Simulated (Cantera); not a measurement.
Charge: 1 mol MgO, 2.4 mol F₂, equilibrated at 1152 °C and 8800 Pa.

Method: chemical equilibrium by Gibbs-energy minimisation in Cantera with the NASA 1993 tables (ideal gas, pure condensed phases). Candidate condensed phases: Mg, MgF₂, MgO; 14 gas species. Rates play no part.

Base state: F 0.829, O₂ 0.154, F₂ 0.0165, MgF₂ 0.000131, FO 2.55e-5 (mole fractions); condensed: MgF₂(s).

**Question.** What changes in the equilibrium state with this change: pressure from 8800 Pa to 133 Pa?

**Answer.** 
```
species         before     after
------------  --------  --------
F                0.829     0.841
O₂               0.154     0.150
MgF₂          0.000131   0.00863
F₂              0.0165  0.000256
FO             2.55e-5   3.15e-6
O              1.84e-6   1.47e-5
MgF₂(s), mol     1.000     0.971
```
